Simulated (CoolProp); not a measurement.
Dimethyl carbonate along the isotherm 354.4 K: density (kg/m³) from the reference equation and from simpler models built on Tc = 557.0 K, pc = 4909 kPa, ω = 0.346; each cubic takes its own stable root.

The numbers come from the reference Helmholtz-energy equation of state, Zhou 2011 in CoolProp.

```tsv
p (kPa)	phase	reference
7.76	gas	0.2378
12.1	gas	0.3713
18.8	gas	0.5780
29.3	gas	0.9037
45.6	gas	1.414
71	gas	2.219
111	liquid	986.6
172	liquid	986.7
268	liquid	986.9
418	liquid	987.1
650	liquid	987.4
1010	liquid	987.9
1580	liquid	988.7
2450	liquid	989.9
```

Task: How far does each simpler model (van der Waals, Redlich-Kwong, Soave-Redlich-Kwong, Peng-Robinson) lie from the reference over these 14 states: mean and median of the absolute difference, and the worst?

Result: 
- van der Waals: mean 40.4 %, median 41.5 %, worst -99.6 % at 354.4 K and 111 kPa
- Redlich-Kwong: mean 20.6 %, median 14.6 %, worst -99.6 % at 354.4 K and 111 kPa
- Soave-Redlich-Kwong: mean 6.1 %, median 10.6 %, worst -10.7 % at 354.4 K and 111 kPa
- Peng-Robinson: mean 0.5 %, median 0.9 %, worst +0.9 % at 354.4 K and 2450 kPa

At some of these states van der Waals, Redlich-Kwong gives the other phase, because its saturation line lies elsewhere.
